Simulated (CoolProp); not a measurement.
Values from CoolProp's reference Helmholtz-energy equation of state, Lemmon 2006. It is a short technical equation, of lower accuracy than the large ones.

Question: For n-decane, give the phase and the cv (kJ/(kg K)), speed of sound (m/s), isothermal compressibility (1/MPa) at 276.8 K and 0.0375 MPa.

Answer: 
- 276.8 K and 0.0375 MPa: liquid; cv 1.69, speed of sound 1320, isothermal compressibility 0.000965
